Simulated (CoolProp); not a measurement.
The fluid at 298.15 K and 6.11 MPa (liquid) is heated at constant pressure to 421.3 K. The same conditions are run with several fluids, on thermodynamics alone (safety and materials aside).

Computed with CoolProp (reference Helmholtz-energy equation of state of each fluid (ethane: Bücker 2006; R141b: Lemmon 2006; cyclohexane: Zhou 2014; n-heptane: Span 2003; c-C4F8 (RC318): Platzer 1990)). The equations of Platzer and Polt are older, rougher fits.

```csv
fluid,heat (kJ/kg),final phase,final density (kg/m³)
ethane,518,supercritical,61.4
R141b,153,liquid,977
cyclohexane,264,liquid,659
n-heptane,306,liquid,579
c-C4F8 (RC318),154,supercritical,858
```
